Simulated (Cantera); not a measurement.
Feed: 1 mol BN, 8.5 mol H2O, 12 mol H2, held at 1450 °C and 638 Torr.

Cantera equilibrium calculation (NASA polynomials, part measured and part estimated; ideal gas, pure solids and liquids). Candidate condensed phases: B, BN, B2O3, B3O3H3, H2O; 39 gas species. Equilibrium is a limit: real reactors are often held back by kinetics, nucleation or transport.

Base state: H2 0.628, H2O 0.303, HBO2 0.0453, N2 0.0233, B2O3 0.000426, HBO 0.000170, H 0.000157, (HBO2)3 7.96e-5 (mole fractions); condensed: gas only.

Problem. What changes in the equilibrium state with this change: pressure from 638 Torr to 7.50 Torr?

Solution. 
```
species    before     after
-------  --------  --------
H2          0.628     0.627
H2O         0.303     0.303
HBO2       0.0453    0.0454
H        0.000157   0.00144
N2         0.0233    0.0232
(HBO2)3   7.96e-5   1.12e-8
OH        4.15e-6   3.82e-5
B2O3     0.000426  0.000430
HBO      0.000170  0.000171
```

Problem. What changes in the equilibrium state with this change: temperature from 1450 °C to 1275 °C?

Solution. 
```
species         before     after
------------  --------  --------
H2               0.628     0.636
H2O              0.303     0.317
N2              0.0233    0.0235
HBO2            0.0453    0.0224
(HBO2)3        7.96e-5  0.000678
B2O3          0.000426   6.62e-5
H             0.000157   2.67e-5
HBO           0.000170   3.27e-5
B2O3(l), mol         0     0.239
```
Gases not in the tables: H3BO3.

Problem. What changes in the equilibrium state with this change: H2O from 8.5 to 0.21 mol?

Solution. 
```csv
species,before,after
H2,0.628,0.982
HBO,0.000170,0.00623
N2,0.0233,0.00588
H2O,0.303,0.000996
HBO2,0.0453,0.00348
B3O3H3,<1e-9,4.75e-5
(HBO2)3,7.96e-5,3.61e-8
B2O2,2.04e-7,0.000175
BO,8.28e-7,2.42e-5
B2O3,0.000426,0.000765
"BN(s), mol",0,0.855
```
